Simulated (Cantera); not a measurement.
# Al + H2O + H2 + Cl2 (aluminium nitride and oxide growth)

Input: 1 mol Al, 0.94 mol H2O, 1 mol H2, 0.00069 mol Cl2, equilibrated at 1.40 mbar.

Cantera equilibrium calculation (NASA polynomials, part measured and part estimated; ideal gas, pure solids and liquids). Candidate condensed phases: Al, AlCl3, Al2O3, H2O; 29 gas species. Mutual solubility and eutectic melting of coexisting phases are not modelled. The tables' values for AlOH are old estimates; treat these amounts as uncertain. Condensed phases not in the tables: AlOCl. Equilibrium is a limit: real reactors are often held back by kinetics, nucleation or transport.

At 652 °C the condensed part is Al(s) + Al2O3(s). From 852 °C to 1252 °C the condensed part is Al(l) + Al2O3(s). From 1452 °C to 1852 °C the condensed part is Al2O3(s). The main Al-bearing gas is AlCl at 652 °C and Al2O at 1852 °C.

| T (°C) | x H2 | x Al | x H | x Al2O | x AlH | x AlCl | n Al(s) | n Al2O3(s) | n Al(l) |
|---|---|---|---|---|---|---|---|---|---|
| 652 | 0.999 | 1.67e-9 | 6.96e-9 | 3.38e-11 | 2.84e-9 | 0.000708 | 0.372 | 0.313 | 0 |
| 852 | 0.999 | 2.36e-6 | 1.19e-6 | 2.60e-7 | 7.48e-7 | 0.000710 | 0 | 0.313 | 0.372 |
| 1052 | 0.999 | 0.000358 | 4.37e-5 | 0.000123 | 3.49e-5 | 0.000710 | 0 | 0.313 | 0.371 |
| 1252 | 0.973 | 0.0141 | 0.000624 | 0.0109 | 0.000572 | 0.000692 | 0 | 0.306 | 0.314 |
| 1452 | 0.853 | 0.0720 | 0.00459 | 0.0680 | 0.00140 | 0.000609 | 0 | 0.262 | 0 |
| 1652 | 0.834 | 0.0812 | 0.0233 | 0.0600 | 0.000920 | 0.000599 | 0 | 0.267 | 0 |
| 1852 | 0.774 | 0.0871 | 0.0854 | 0.0517 | 0.000620 | 0.000567 | 0 | 0.272 | 0 |
x: gas mole fraction; n: condensed amount in mol.
